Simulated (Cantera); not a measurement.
Input: 1 mol HMDSO, 0.22 mol H₂O, 0.61 mol O₃, equilibrated at 16.0 Pa.

Method: chemical equilibrium by Gibbs-energy minimisation in Cantera with the NASA 1993 tables (ideal gas, pure condensed phases). Candidate condensed phases: C, C₆H₆, C₇H₈, C₈H₁₈, H₂O, Si, SiC, SiO₂; 123 gas species. The feed counts by its element totals alone. Equilibrium is a limit: real reactors are often held back by kinetics, nucleation or transport.

**Question.** What share of the Si ends up in condensed phases as a function of T (°C), at 1400, 1475, 1550, 1625, 1700, 1775, 1850?

**Answer.** 
```
T (°C)  Si condensed (%)      as
------  ----------------  ------
1400                99.4  SiC(s)
1475                99.2  SiC(s)
1550                98.6  SiC(s)
1625                97.0  SiC(s)
1700                91.7  SiC(s)
1775                74.7  SiC(s)
1850                18.1  SiC(s)
```
